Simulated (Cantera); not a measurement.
# Thermodynamics of iron carbonyl, mercury and lead vapours, feed PbO + N₂

Charge: 1 mol PbO, 9.4 mol N₂, at 7.50 Torr.

Equilibrium computed with Cantera from the NASA thermochemical tables; the gas is ideal and each condensed phase is pure. Candidate condensed phases: Pb, PbO, PbO₂, Pb₃O₄; 12 gas species. Equilibrium is a limit: real reactors are often held back by kinetics, nucleation or transport.

| T (°C) | x N₂ | x PbO | x Pb | x O₂ | x NO | n PbO(red) | n PbO(yellow) |
|---|---|---|---|---|---|---|---|
| 352 | 1.00 | <1e-12 | <1e-12 | <1e-12 | <1e-12 | 1.00 | 0 |
| 402 | 1.00 | 2.74e-12 | <1e-12 | <1e-12 | <1e-12 | 1.00 | 0 |
| 452 | 1.00 | 8.82e-11 | 2.67e-11 | 1.14e-11 | 4.01e-12 | 1.00 | 0 |
| 502 | 1.00 | 1.79e-9 | 4.79e-10 | 2.16e-10 | 4.65e-11 | 0 | 1.00 |
| 552 | 1.00 | 2.51e-8 | 6.03e-9 | 2.82e-9 | 3.97e-10 | 0 | 1.00 |
| 602 | 1.00 | 2.57e-7 | 5.69e-8 | 2.71e-8 | 2.63e-9 | 0 | 1.000 |
| 652 | 1.000 | 2.04e-6 | 4.19e-7 | 2.03e-7 | 1.42e-8 | 0 | 1.000 |
| 702 | 1.000 | 1.30e-5 | 2.51e-6 | 1.22e-6 | 6.42e-8 | 0 | 1.000 |
| 752 | 1.000 | 6.85e-5 | 1.26e-5 | 6.17e-6 | 2.50e-7 | 0 | 0.999 |
| 802 | 1.000 | 0.000308 | 5.41e-5 | 2.66e-5 | 8.55e-7 | 0 | 0.997 |
x: gas mole fraction; n: condensed amount in mol.

From 352 °C to 452 °C the condensed part is PbO(red). From 502 °C to 802 °C the condensed part is PbO(yellow).
